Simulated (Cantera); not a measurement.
An adiabatic, constant-volume homogeneous reactor starts with CO : H₂ : O₂ : N₂ : CO₂ = 1 : 0.95 : 2.07 : 7.8 : 0.95 (molar parts), equivalence ratio 0.47, at 975 K and 101000 Pa. Integrator tolerance rtol = 1e-08.

Cantera simulation using GRI-Mech 3.0 (53 species, 325 reactions); the numbers are that mechanism's predictions, not measurements.

Problem. What does this change do: initial temperature 975 to 1525 K?

Solution. 
| quantity | before | after |
|---|---|---|
| time of steepest temperature rise | 0.937 ms | 19.1 µs |
| temperature at 9.00 s | 2258 K | 2538 K |
| equilibrium temperature | 2258 K | 2538 K |
| x(CO) at 9.00 s | 0.00328 (gas-phase equilibrium 0.00328) | 0.0175 (gas-phase equilibrium 0.0175) |
| x(H₂) at 9.00 s | 0.000290 (gas-phase equilibrium 0.000290) | 0.00139 (gas-phase equilibrium 0.00139) |
| x(O₂) at 9.00 s | 0.0888 (gas-phase equilibrium 0.0888) | 0.0893 (gas-phase equilibrium 0.0893) |
| x(O) at 9.00 s | 0.000785 (gas-phase equilibrium 0.000785) | 0.00417 (gas-phase equilibrium 0.00417) |
| x(N₂O) at 9.00 s | 6.37e-7 (gas-phase equilibrium 6.37e-7) | 9.18e-7 (gas-phase equilibrium 9.18e-7) |
| x(H₂O₂) at 9.00 s | 1.36e-7 (gas-phase equilibrium 1.36e-7) | 2.08e-7 (gas-phase equilibrium 2.08e-7) |
| x(H₂O) at 9.00 s | 0.0781 (gas-phase equilibrium 0.0781) | 0.0725 (gas-phase equilibrium 0.0725) |

Problem. What does this change do: pressure from 101000 Pa to 1000000 Pa?

Solution. 
```
quantity                                                              before                                      after
---------------------------------  -----------------------------------------  -----------------------------------------
time of steepest temperature rise                                   0.937 ms                                    14.3 ms
temperature at 9.00 s                                                 2258 K                                     2284 K
equilibrium temperature                                               2258 K                                     2284 K
x(CO) at 9.00 s                      0.00328 (gas-phase equilibrium 0.00328)    0.00126 (gas-phase equilibrium 0.00126)
x(H₂) at 9.00 s                    0.000290 (gas-phase equilibrium 0.000290)  0.000109 (gas-phase equilibrium 0.000109)
x(O₂) at 9.00 s                        0.0888 (gas-phase equilibrium 0.0888)      0.0881 (gas-phase equilibrium 0.0881)
x(O) at 9.00 s                     0.000785 (gas-phase equilibrium 0.000785)  0.000291 (gas-phase equilibrium 0.000291)
x(N₂O) at 9.00 s                     6.37e-7 (gas-phase equilibrium 6.37e-7)    2.12e-6 (gas-phase equilibrium 2.12e-6)
x(H₂O₂) at 9.00 s                    1.36e-7 (gas-phase equilibrium 1.36e-7)    4.65e-7 (gas-phase equilibrium 4.65e-7)
x(H₂O) at 9.00 s                       0.0781 (gas-phase equilibrium 0.0781)      0.0792 (gas-phase equilibrium 0.0792)
```
The hydrogen kinetics of GRI-Mech 3.0 are dated; newer H2 mechanisms differ, most at raised pressure.
